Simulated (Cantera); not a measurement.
Cantera run:

```python
import numpy as np
import cantera as ct

gas_names = [...]  # 87 gases of nasa_gas.yaml made of C, H, Si
cond_names = """
    C(gr) C6H6(L) C7H8(L) C8H18(L),n-octa Si(cr) Si(L) SiC(b)
""".split()


# ... load() reads the species with a 1 bar reference pressure and builds the phases ...
atoms = {
    'Si(CH3)4': {'Si': 1, 'C': 4, 'H': 12},
    'CH4': {'C': 1, 'H': 4},
    'H2': {'H': 2},
}
top_T = {'C(gr)': 4500, 'SiC(b)': 3050}  # K; cautious upper limits of use, not melting points


# ... equilibrate(T, P, feed) seeds the gas with the atoms and calls Mixture.equilibrate('TP', solver="vcs", rtol=1e-11, max_steps=5000) ...
results = []
feed = {'Si(CH3)4': 1, 'CH4': 0.013, 'H2': 1900}  # mol
P = 92000  # Pa
for T in [1950, 2025, 2100, 2175, 2250, 2325, 2400]:
    mix = equilibrate(T, P, feed)
    results.append((T, P, feed, dict(zip(mix.species_names, mix.species_moles))))
    x = sorted(zip(gas.X, gas.species_names), reverse=True)
    print(f"T = {T:g} K  P = {P:g} Pa  gas = {mix.phase_moles(0):.4g} mol")
    print("   x: " + "  ".join(f"{s} {v:.3e}" for v, s in x if v > 1e-06))
    print("   condensed (mol): " + ("  ".join(f"{mix.phase(i).name} {mix.phase_moles(i):.4g}"
          for i in range(1, mix.n_phases) if mix.phase_moles(i) > 1e-12) or "none"))
```

Output:

```
T = 1950 K  P = 92000 Pa  gas = 1906 mol
   x: H2 9.978e-01  H 1.194e-03  C2H2,acetylene 5.453e-04  CH4 4.456e-04  CH3 1.062e-05  C2H4 4.493e-06  SiH2 3.589e-06  Si 1.174e-06
   condensed (mol): C(gr) 0.05605  SiC(b) 0.989
T = 2025 K  P = 92000 Pa  gas = 1907 mol
   x: H2 9.970e-01  H 2.004e-03  C2H2,acetylene 6.353e-04  CH4 3.051e-04  CH3 1.209e-05  SiH2 8.721e-06  Si 4.530e-06  C2H4 3.419e-06  SiH 2.778e-06
   condensed (mol): SiC(b) 0.9684
T = 2100 K  P = 92000 Pa  gas = 1909 mol
   x: H2 9.958e-01  H 3.242e-03  C2H2,acetylene 6.972e-04  CH4 2.095e-04  SiH2 2.034e-05  Si 1.624e-05  CH3 1.330e-05  SiH 8.432e-06  C2H4 2.527e-06
   condensed (mol): SiC(b) 0.9102
T = 2175 K  P = 92000 Pa  gas = 1911 mol
   x: H2 9.939e-01  H 5.074e-03  C2H2,acetylene 7.656e-04  CH4 1.482e-04  Si 5.303e-05  SiH2 4.451e-05  SiH 2.357e-05  CH3 1.456e-05  Si2C 2.853e-06  C2H4 1.920e-06  SiC2 1.598e-06
   condensed (mol): SiC(b) 0.7536
T = 2250 K  P = 92000 Pa  gas = 1914 mol
   x: H2 9.910e-01  H 7.708e-03  C2H2,acetylene 8.779e-04  Si 1.559e-04  CH4 1.100e-04  SiH2 8.993e-05  SiH 5.988e-05  CH3 1.623e-05  Si2C 1.081e-05  SiC2 4.772e-06  C2H4 1.560e-06
   condensed (mol): SiC(b) 0.361
T = 2325 K  P = 92000 Pa  gas = 1917 mol
   x: H2 9.870e-01  H 1.139e-02  C2H2,acetylene 9.769e-04  Si 2.753e-04  SiH2 1.117e-04  SiH 9.220e-05  CH4 8.227e-05  CH3 1.775e-05  Si2C 1.543e-05  SiC2 8.378e-06  C2H4 1.257e-06  Si2 1.212e-06
   condensed (mol): none
T = 2400 K  P = 92000 Pa  gas = 1922 mol
   x: H2 9.820e-01  H 1.643e-02  C2H2,acetylene 9.876e-04  Si 3.099e-04  SiH 9.115e-05  SiH2 9.034e-05  CH4 5.988e-05  CH3 1.843e-05  Si2C 8.982e-06  SiC2 8.581e-06
   condensed (mol): none
```

Cantera equilibrium calculation (NASA polynomials, part measured and part estimated; ideal gas, pure solids and liquids). Gases not in the tables: Si2H6 and higher silanes.
